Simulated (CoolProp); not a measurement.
A single-stage vapour-compression cycle with R410A: evaporating at 267.15 K (dew point), condensing at 334.15 K (bubble point), superheat 10 K, subcooling 8 K, compressor efficiency 0.9, no pressure losses. Each further row changes one setting.

Model: reference Helmholtz-energy equation of state, Lemmon 2003, in CoolProp. It is a pseudo-pure fit of the blend.

```csv
case,cooling COP,pressure ratio,discharge temperature (K),refrigerating effect (kJ/kg),volumetric capacity (kJ/m³)
as stated,2.33,5.99,377.0,139,3290
evaporating temperature 272.15 K,2.63,5.08,373.9,141,3920
condensing temperature 329.15 K,2.67,5.36,369.9,149,3520
subcooling 13 K,2.51,5.99,377.0,150,3530
superheat 20 K,2.35,5.99,387.4,149,3330
compressor efficiency 0.8,2.07,5.99,382.7,139,3290
```
